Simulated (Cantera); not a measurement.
Cantera run:

```python
import numpy as np
import cantera as ct

gas_names = """
    Fe FeO Fe(OH)2 H HO2 H2 H2O H2O2 H2S H2SO4 O OH O2 O3 S SH SO SO2 SO3 S2 S2O S8
""".split()
cond_names = """
    Fe(a) Fe(c) Fe(d) Fe(L) FeO(s) FeO(L) Fe(OH)2(s) Fe(OH)3(s) FeS(a) FeS(b) FeS(c) FeS(L) FeSO4(s)
    FeS2(s) Fe2O3(s) Fe2S3O12(s) Fe3O4(s) H2O(s) H2O(L) H2SO4(L) S(cr1) S(cr2) S(L)
""".split()


# ... load() reads the species with a 1 bar reference pressure and builds the phases ...
atoms = {
    'FeS': {'Fe': 1, 'S': 1},
    'H2S': {'H': 2, 'S': 1},
    'O2': {'O': 2},
    'SO2': {'S': 1, 'O': 2},
}
top_T = {'FeSO4(s)': 950, 'FeS2(s)': 1010, 'Fe2O3(s)': 1830, 'Fe2S3O12(s)': 1100, 'Fe3O4(s)': 1870}  # K; cautious upper limits of use, not melting points


# ... equilibrate(T, P, feed) seeds the gas with the atoms and calls Mixture.equilibrate('TP', solver="vcs", rtol=1e-11, max_steps=5000) ...
results = []
T = 1400  # K
P = 1500  # Pa
for m in [0.036, 0.069, 0.13, 0.24, 0.46, 0.87, 1.7, 3.1]:
    feed = {'FeS': 1, 'H2S': 3.2, 'O2': m, 'SO2': 0.23}  # mol
    mix = equilibrate(T, P, feed)
    results.append((T, P, feed, dict(zip(mix.species_names, mix.species_moles))))

top = {s: max(r[3][s] / sum(r[3][g] for g in gas_names) for r in results) for s in gas_names}
cols = sorted((s for s in top if top[s] > 0.001), key=lambda s: -top[s])[:6]
seen = [c for c in cond_names if any(r[3].get(c, 0) > 1e-12 for r in results)]
print("log10 of partial pressures in bar; condensed amounts in mol")
print(f"{'n(O2)':>10s}" + "".join(f"{s[:9]:>10s}" for s in cols + seen))
for T, P, feed, n in results:
    ng = sum(n[g] for g in gas_names)
    print(f"{feed['O2']:10.4g}" + "".join(f"{np.log10(max(n[s] / ng * P / 1e5, 1e-99)):10.3f}" for s in cols)
          + "".join(f"{n.get(c, 0):10.4g}" for c in seen))
```

Output:

```
log10 of partial pressures in bar; condensed amounts in mol
     n(O2)       H2O        H2        S2       SO2       H2S        SO    FeO(s)    FeS(c)
     0.036    -2.758    -2.202    -2.359    -5.305    -2.596    -5.610         0         1
     0.069    -2.709    -2.214    -2.357    -5.182    -2.607    -5.548         0         1
      0.13    -2.631    -2.236    -2.354    -4.979    -2.628    -5.446         0         1
      0.24    -2.520    -2.279    -2.348    -4.670    -2.667    -5.290         0         1
      0.46    -2.367    -2.373    -2.339    -4.172    -2.756    -5.039         0         1
      0.87    -2.210    -2.567    -2.338    -3.468    -2.951    -4.686         0         1
       1.7    -2.127    -2.874    -2.426    -2.734    -3.301    -4.341         0         1
       3.1    -2.143    -3.139    -2.647    -2.346    -3.677    -4.203    0.2517    0.7483
```

Cantera equilibrium calculation (NASA polynomials, part measured and part estimated; ideal gas, pure solids and liquids). Metal and sulfide melt together well below either melting point, which pure phases cannot show. Mutual solubility and eutectic melting of coexisting phases are not modelled. The tables' stoichiometric FeO is somewhat more stable than real wüstite, so its field is too wide. FeO, FeS: taken at fixed stoichiometry.
